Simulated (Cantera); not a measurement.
## Ignition delay

Mixture: CH₄ : O₂ : N₂ = 1 : 1.18 : 3.18 (molar parts), equivalence ratio 1.7, at 5.00 bar, adiabatic and at constant pressure. Ignition delay is the time to a rise of 400 K.

Detailed kinetics in Cantera: GRI-Mech 3.0 (53 species, 325 reactions).

| T0 (K) | delay (ms) |
|---|---|
| 1273 | 4.01 |
| 1323 | 2.21 |
| 1373 | 1.25 |
| 1423 | 0.721 |
| 1473 | 0.426 |
| 1523 | 0.258 |

```yaml
apparent activation energy between 1423 and 1523 K: 190 kJ/mol
```
